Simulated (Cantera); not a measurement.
A closed system holds: 1 mol Al, 0.72 mol NH3, 2.6 mol H2, held at 1330 Pa.

Cantera equilibrium calculation (NASA polynomials, part measured and part estimated; ideal gas, pure solids and liquids). Candidate condensed phases: Al, AlN; 13 gas species. Mutual solubility and eutectic melting of coexisting phases are not modelled. Rates play no part.

Over these rows the condensed part is Al(l) + AlN(s). Partial pressures as log10 of bar:

```tsv
T (K)	1000/T (1/K)	log p N2	log p H2
1548	0.6460	-9.95	-1.88
1598	0.6258	-9.25	-1.88
1648	0.6068	-8.60	-1.88
1698	0.5889	?	-1.88
1748	0.5721	-7.41	-1.89
1798	0.5562	-6.86	-1.90
```

Fit log p(N2) = a + b·(1000/T) to the five rows, give the apparent enthalpy, and predict the row at 1698 K.

Means: 1000/T = 0.6014, log p = -8.414. Sxy = -0.189566, Sxx = 0.0055152, so b = -34.37 and a = -8.414 − (-34.37)×0.6014 = 12.26.
Apparent enthalpy: −19.145 × (-34.37) = 658 kJ/mol. The condensed phases alone fix this pressure, through 2 AlN(s) = N2(g) + 2 Al(l), so the slope is that reaction's ΔH° and the other gases don't enter. The five rows lie within 0.01 of the line.
Prediction at 1698 K: 12.26 + (-34.37)×0.5889 = -7.98. The computed value is -7.99, 0.01 from the line.
